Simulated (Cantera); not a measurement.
Cantera with NASA thermochemical tables; ideal gases at 1 bar, condensed phases pure. Values are per mole of reaction as written; species without (g) are pure solids or liquids, kept so even where they would boil at 1 bar.

Q: Between 373 and 498 K, where is each reaction favourable under standard conditions?
- 2 Al(g) + AlCl3 → 3 AlCl(g)

A: 
- 2 Al(g) + AlCl3 → 3 AlCl(g): ΔG° is -199 kJ at 373 K and -226 kJ at 498 K; it stays negative (K > 1). ΔH° is -151 kJ and ΔS° 151 J/K at 498 K.
